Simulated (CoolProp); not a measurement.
R410A at several states: Z from the reference equation and from simpler models built on Tc = 71.3 °C, pc = 4901 kPa, ω = 0.296; each cubic takes its own stable root.

Values from CoolProp's reference Helmholtz-energy equation of state, Lemmon 2003. It is a pseudo-pure fit of the blend.

```csv
T (°C),p (kPa),phase,reference
96.45,13400,supercritical,0.3910
34.75,238,gas,0.9723
169.05,468,gas,0.9858
61.15,1070,gas,0.9040
```

Question: How far does each simpler model (Redlich-Kwong, Soave-Redlich-Kwong) lie from the reference over these 4 states: mean and median of the absolute difference, and the worst?

Answer: 
- Redlich-Kwong: mean 5.4 %, median 0.8 %, worst +19.9 % at 96.45 °C and 13400 kPa
- Soave-Redlich-Kwong: mean 6.5 %, median 0.6 %, worst +24.8 % at 96.45 °C and 13400 kPa
